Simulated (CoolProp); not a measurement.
A single-stage vapour-compression cycle with the fluid: evaporating at 328.15 K (dew point), condensing at 348.15 K (bubble point), superheat 5 K, subcooling 5 K, compressor efficiency 0.85, no pressure losses. The same conditions are run with several fluids, on thermodynamics alone (safety and materials aside).

Model: reference Helmholtz-energy equation of state of each fluid (R152A: Outcalt 1996; R11: Jacobsen 1992; chlorine: Thol 2021; R236FA: Pan 2012; cyclohexane: Zhou 2014; R124: de Vries 1995), in CoolProp.

```
fluid        cooling COP  pressure ratio  discharge temperature (K)  refrigerating effect (kJ/kg)  volumetric capacity (kJ/m³)
-----------  -----------  --------------  -------------------------  ----------------------------  ---------------------------
R152A               12.2            1.58                      359.2                           215                         8750
R11                 13.3            1.70                      356.2                           158                         2300
chlorine            12.5            1.52                      374.1                           209                          ___
R236FA              12.5            1.66                      350.4                           111                         4870
cyclohexane          ___            1.95                      351.5                           ___                          472
R124                 ___            1.60                      352.8                           113                         5980
```

Question: Complete the blanks.

Answer: 
- chlorine, volumetric capacity (kJ/m³): 10400
- cyclohexane, cooling COP: 13.5
- cyclohexane, refrigerating effect (kJ/kg): 350
- R124, cooling COP: 12.4
